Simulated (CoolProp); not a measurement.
R22 at 298.15 K and 0.274 MPa is compressed adiabatically to 1.65 MPa with isentropic efficiency 0.7. Each further row changes one setting.

Computed with CoolProp (reference Helmholtz-energy equation of state, Kamei 1995).

```tsv
case	work (kJ/kg)	final temperature (K)	final density (kg/m³)
as stated	78.8	418.1	44.5
efficiency 1	55.1	390.0	48.9
efficiency 0.65	84.8	425.3	43.5
```
